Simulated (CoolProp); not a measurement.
CH2F2 (R32) along the isotherm -41.75 °C: Z from the reference equation and from simpler models built on Tc = 78.1 °C, pc = 57.83 bar, ω = 0.277; each cubic takes its own stable root.

Model: reference Helmholtz-energy equation of state, Tillner-Roth 1997, in CoolProp.

```tsv
p (bar)	phase	reference
0.914	gas	0.9692
1.54	gas	0.9466
2.6	liquid	0.005931
4.39	liquid	0.01001
7.42	liquid	0.01691
12.5	liquid	0.02847
21.1	liquid	0.04798
35.6	liquid	0.08077
60.2	liquid	0.1360
102	liquid	0.2291
171	liquid	0.3803
289	liquid	0.6334
```

Problem. How far does each simpler model (Redlich-Kwong, Soave-Redlich-Kwong, Peng-Robinson) lie from the reference over these 12 states: mean and median of the absolute difference, and the worst?

Solution. 
- Redlich-Kwong: mean 1349.8 %, median 32.7 %, worst +15902.4 % at -41.75 °C and 2.6 bar
- Soave-Redlich-Kwong: mean 23.6 %, median 28.0 %, worst +28.3 % at -41.75 °C and 2.6 bar
- Peng-Robinson: mean 11.4 %, median 13.4 %, worst +13.4 % at -41.75 °C and 2.6 bar

At some of these states Redlich-Kwong gives the other phase, because its saturation line lies elsewhere.
